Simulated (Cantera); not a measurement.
Input (Python, Cantera):

```python
import numpy as np
import cantera as ct

gas = ct.Solution("gri30.yaml")
gas.TPX = 1100, 20000, {'H2': 1.5, 'O2': 0.17, 'N2': 0.56}
inlet = ct.Reservoir(gas, clone=True)

reactor = ct.IdealGasConstPressureReactor(gas, energy="off", clone=False)
exhaust = ct.Reservoir(gas, clone=True)
tau = [0.9, 0.31, 0.11, 0.037, 0.013, 0.0044, 0.0015, 0.00053][0]
for a, b in ((inlet, reactor), (reactor, exhaust)):
    ct.MassFlowController(a, b, mdot=lambda t: reactor.mass / tau)
net = ct.ReactorNet([reactor])
show = ['H2', 'O2', 'H2O2', 'O', 'N2O']

rows = []
print(f"{'tau/s':>10s}{'T/K':>9s}" + "".join(f"{s:>11s}" for s in show))
for tau in [0.9, 0.31, 0.11, 0.037, 0.013, 0.0044, 0.0015, 0.00053]:
    net.initial_time = 0.0
    net.advance(30 * tau)
    before = gas.X
    net.advance(40 * tau)
    drift = np.max(np.abs(gas.X - before) / (gas.X + 1e-9))
    rows.append([gas.T, *gas[show].X, drift])
    print(f"{tau:10.3e}{gas.T:9.1f}" + "".join(f"{x:11.3e}" for x in gas[show].X))
```

Output:

```
     tau/s      T/K         H2         O2       H2O2          O        N2O
 9.000e-01   1100.0  5.615e-01  1.486e-04  8.041e-10  1.848e-07  3.621e-12
 3.100e-01   1100.0  5.604e-01  2.546e-04  8.530e-10  5.368e-07  6.179e-12
 1.100e-01   1100.0  5.586e-01  4.312e-04  9.296e-10  1.514e-06  1.042e-11
 3.700e-02   1100.0  5.556e-01  7.552e-04  1.076e-09  4.503e-06  1.811e-11
 1.300e-02   1100.0  5.510e-01  1.308e-03  1.357e-09  1.282e-05  3.098e-11
 4.400e-03   1100.0  5.439e-01  2.357e-03  2.003e-09  3.777e-05  5.442e-11
 1.500e-03   1100.0  5.350e-01  4.385e-03  3.642e-09  1.092e-04  9.586e-11
 5.300e-04   1100.0  5.278e-01  8.480e-03  8.181e-09  2.930e-04  1.636e-10
```

Computed with Cantera and GRI-Mech 3.0 (53 species, 325 reactions). The temperature is held fixed by assumption; the heat of reaction is taken as removed at once.
